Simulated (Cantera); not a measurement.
Charge: 1 mol B, 0.043 mol Cl2, 3 mol H2, equilibrated at 927 °C and 165 Torr.

These are equilibrium values from Cantera (NASA tables, ideal gas, pure condensed phases), not measurements of a reactor. Candidate condensed phases: B; 13 gas species. Gases not in the tables: BHCl2. Rates play no part.

Base state: H2 0.972, HCl 0.0272, BCl3 0.000369 (mole fractions); condensed: B(s).

What changes in the equilibrium state with this change: 0.031 mol H2O added?


```csv
species,before,after
H2,0.972,0.970
HCl,0.0272,0.0267
B3O3H3,0,0.00307
HBO,0,0.000124
B3O3Cl3,0,9.75e-5
BCl3,0.000369,0.000351
"B(s), mol",0.999,0.968
"B2O3(l), mol",0,0.000471
```
Mutual solubility and eutectic melting of coexisting phases are not modelled. Further candidate phases: B2O3, B3O3H3, H2O.
